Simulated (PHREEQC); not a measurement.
Make-up at 25 °C: 27 mmol/kgw NaBF4. Closed to the air; pH follows from the charge balance.

Computed with PHREEQC (ion-association model, phreeqc.dat).

This is a speciation only: nothing precipitates in the calculation.

Task: Predict the pH, ionic strength.

Result: pH 2.85; ionic strength 0.0286 mol/kgw.

Task: In which forms is B present?

Result: BF4- 87 %, BF3OH- 6.5 %, H3BO3 4.7 %, BF2(OH)2- 1.8 % of the B.

Complexes and solids missing from the database can't appear. Real BF4- forms and hydrolyses slowly; the run takes it at equilibrium.
